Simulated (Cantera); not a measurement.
A perfectly stirred reactor is fed with C2H6 : N2 = 1 : 2.3 (molar parts), at 2670 Pa; it is held at 2000 K, and followed from long to short residence time.

Model: GRI-Mech 3.0 (53 species, 325 reactions), integrated in Cantera. GRI-Mech 3.0 stops at C3 and has no aromatics, soot or wall deposition, so with more carbon than oxygen in the feed, carbon stays in small species such as C2H2 where larger ones or solid carbon would form. Radical loss at walls, strong at low pressure, is not modelled.

```
quantity                  before    after
----------------------  --------  -------
x(C2H6) at τ = 20.0 s    1.98e-7   0.0876
x(HCN) at τ = 20.0 s     0.00772   <1e-12
x(CH3) at τ = 20.0 s    0.000172  1.08e-6
x(CH4) at τ = 20.0 s    0.000554   0.0129
x(CH2) at τ = 20.0 s     3.39e-6   <1e-12
x(C2H6) at τ = 0.120 s   4.18e-5    0.301
x(HCN) at τ = 0.120 s   0.000293   <1e-12
x(CH3) at τ = 0.120 s    0.00269  8.92e-7
x(CH4) at τ = 0.120 s     0.0119  5.54e-5
x(CH2) at τ = 0.120 s    2.81e-5   <1e-12
```

Question: Name the change that produced these shifts.
A. N2 2.3 to 5.1 parts
B. temperature 2000 to 1000 K
C. N2 2.3 to 1.3 parts
D. temperature 2000 to 1700 K

Answer: B, temperature 2000 to 1000 K
